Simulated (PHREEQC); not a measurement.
Make-up at 55 °C: 0.022 mol TMAH, 7.2e-05 mol H4SiO4 and 0.00018 mol K2CO3 per kg of water. Closed to the air; pH follows from the charge balance.

Equilibrium calculation in PHREEQC: ion-association model, phreeqc.dat.

No solid was allowed to form.

Task: Order these Si species by the share of Si that they hold, largest first: H2SiO4-2, H3SiO4-, H4SiO4.

Result: H3SiO4- (87 %), H2SiO4-2 (12 %), H4SiO4 (0.83 %)

The pH is 11.41 and the ionic strength 0.0225 mol/kgw. (CH3)4N+ isn't in the database: it is added as a free cation with an ion size of 4 Å. Constants without temperature data keep their 25 °C values here.
